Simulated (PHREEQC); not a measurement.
Dissolve 2.6 mmol/kgw NaNO3, 0.11 mmol/kgw NaBr and 3.1 mmol/kgw ZnBr2 at 25 °C. Closed to the air; pH follows from the charge balance.

The numbers come from PHREEQC with the ion-association model, wateq4f.dat.

The pH is 5.82. The ionic strength comes out as 0.0120 mol/kgw.

```tsv
species	molality	activity	log γ
Br-	0.00631	0.00564	-0.049
Zn+2	0.00310	0.00203	-0.184
Na+	0.00271	0.00243	-0.048
NO3-	0.00260	0.00231	-0.050
ZnBr+	3.36e-6	3.01e-6	-0.049
H+	1.67e-6	1.51e-6	-0.042
ZnOH+	1.64e-6	1.47e-6	-0.049
Zn(OH)2	1.11e-8	1.11e-8	0.001
OH-	7.41e-9	6.61e-9	-0.050
```

Precipitation was switched off in this run. Complexes and solids missing from the database can't appear.
